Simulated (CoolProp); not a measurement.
Properties of oxygen along the isobar 52.5 bar (Tc = 154.6 K, pc = 50.46 bar, ω = 0.022).

Computed with CoolProp (reference Helmholtz-energy equation of state, Schmidt 1985). Above 300 K oxygen's equation is extrapolated.

```tsv
T (K)	phase	speed of sound (m/s)	isothermal compressibility (1/MPa)
71.8	liquid	1069	0.001161
110.5	liquid	[?]	0.003246
149.3	liquid	355.9	0.04084
188	supercritical	241.3	0.2455
226.7	supercritical	280.2	0.2111
265.4	supercritical	[?]	[?]
304.1	supercritical	[?]	0.1949
342.8	supercritical	357.1	0.1921
```

### Question
Some entries are withheld; supply them.

### Answer

- 110.5, speed of sound (m/s): 767.1
- 265.4, speed of sound (m/s): 309.9
- 265.4, isothermal compressibility (1/MPa): 0.2000
- 304.1, speed of sound (m/s): 335.0
